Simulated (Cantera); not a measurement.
Equilibrium for chlorosilane synthesis and conversion: Si + HCl + H2

A closed system holds: 1 mol Si, 2.2 mol HCl, 0.26 mol H2, equilibrated at 1 atm.

Cantera equilibrium calculation (NASA polynomials, part measured and part estimated; ideal gas, pure solids and liquids). Candidate condensed phases: Si; 19 gas species. The tables' values for SiCl3 are old estimates; treat these amounts as uncertain. Equilibrium is a limit: real reactors are often held back by kinetics, nucleation or transport.

| T (°C) | log p H2 | log p SiCl4 | log p SiHCl3 | log p HCl | log p SiH2Cl2 | log p SiCl3 | n Si(s) |
|---|---|---|---|---|---|---|---|
| 477 | -0.16 | -0.65 | -1.01 | -3.15 | -2.50 | -4.56 | 0.402 |
| 502 | -0.16 | -0.65 | -1.01 | -2.99 | -2.49 | -4.32 | 0.403 |
| 527 | -0.16 | -0.65 | -1.02 | -2.84 | -2.48 | -4.10 | 0.403 |
| 552 | -0.16 | -0.65 | -1.02 | -2.70 | -2.47 | -3.89 | 0.404 |
| 577 | -0.16 | -0.65 | -1.03 | -2.56 | -2.46 | -3.69 | 0.405 |
| 602 | -0.16 | -0.65 | -1.03 | -2.44 | -2.45 | -3.51 | 0.405 |
| 627 | -0.16 | -0.65 | -1.04 | -2.32 | -2.45 | -3.33 | 0.406 |
| 652 | -0.16 | -0.65 | -1.04 | -2.21 | -2.44 | -3.17 | 0.407 |
| 677 | -0.16 | -0.65 | -1.04 | -2.11 | -2.44 | -3.02 | 0.408 |
| 702 | -0.17 | -0.65 | -1.05 | -2.01 | -2.43 | -2.87 | 0.409 |
| 727 | -0.17 | -0.65 | -1.05 | -1.91 | -2.43 | -2.73 | 0.410 |
log p: log10 of the partial pressure in bar; n: condensed amount in mol.

From 477 °C to 727 °C the condensed part is Si(s). The main Si-bearing gas is SiCl4 throughout.
